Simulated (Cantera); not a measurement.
Charge: 1 mol TEOS, 0.24 mol CO2, 38 mol N2, at 1975 K and 0.0100 bar.

These are equilibrium values from Cantera (NASA tables, ideal gas, pure condensed phases), not measurements of a reactor. Candidate condensed phases: C, C6H6, C7H8, C8H18, H2O, Si, SiC, SiO2, Si2N2O, Si3N4; 151 gas species. The feed counts by its element totals alone. The numbers say what is thermodynamically allowed, not how fast it happens.

Base state: N2 0.719, H2 0.184, CO 0.0844, H 0.00587, HCN 0.00486, SiO 0.000741, HNC 0.000264, Si 0.000161 (mole fractions); condensed: C(graphite) + SiC(s).

What changes in the equilibrium state with this change: temperature from 1975 K to 1023.15 K?


```tsv
species	before	after
N2	0.719	0.753
H2	0.184	0.198
CO	0.0844	0.0491
SiO	0.000741	<1e-9
H	0.00587	1.85e-8
Si	0.000161	<1e-9
C2H2 (acetylene)	0.000120	<1e-9
HNC	0.000264	5.02e-9
C(graphite), mol	2.56	5.76
SiC(s), mol	0.951	0
SiO2(β-quartz), mol	0	1.00
```
